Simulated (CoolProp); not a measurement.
Model: reference Helmholtz-energy equation of state, Thol 2015, in CoolProp.

Problem. Give the vapour pressure (MPa), liquid density (kg/m³), liquid cp (kJ/(kg K)), surface tension (mN/m) of saturated octamethylcyclotetrasiloxane (D4) at 137.55, 141.85, 167.65 °C.

Solution. 
```
T (°C)  p (MPa)  liquid density (kg/m³)  liquid cp (kJ/(kg K))  surface tension (mN/m)
------  -------  ----------------------  ---------------------  ----------------------
137.55   0.0342                     816                   1.90                    9.92
141.85   0.0391                     811                   1.91                    9.63
167.65   0.0821                     777                   1.98                    7.91
```

Surface tension comes from a separate correlation (Mulero 2014), older than this fluid's equation and unchecked against measurements.
